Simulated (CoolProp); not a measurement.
Sulfur hexafluoride along the isotherm 358.1 K: Z from the reference equation and from simpler models built on Tc = 318.7 K, pc = 3.755 MPa, ω = 0.210; each cubic takes its own stable root.

Values from CoolProp's reference Helmholtz-energy equation of state, Guder 2009.

```
p (MPa)          phase  reference
-------  -------------  ---------
0.512              gas     0.9687
1.02               gas     0.9364
1.54               gas     0.9022
2.05               gas     0.8672
2.56               gas     0.8306
3.07               gas     0.7923
3.58               gas     0.7521
4.1      supercritical     0.7091
4.61     supercritical     0.6649
5.12     supercritical     0.6193
5.63     supercritical     0.5737
```

### Question
How far does each simpler model (van der Waals, Redlich-Kwong, Soave-Redlich-Kwong, Peng-Robinson) lie from the reference over these 11 states: mean and median of the absolute difference, and the worst?

### Answer
- van der Waals: mean 3.5 %, median 1.3 %, worst -13.4 % at 358.1 K and 5.63 MPa
- Redlich-Kwong: mean 2.3 %, median 1.9 %, worst -5.3 % at 358.1 K and 5.63 MPa
- Soave-Redlich-Kwong: mean 0.7 %, median 0.1 %, worst +3.4 % at 358.1 K and 5.63 MPa
- Peng-Robinson: mean 2.3 %, median 2.5 %, worst -3.4 % at 358.1 K and 4.61 MPa
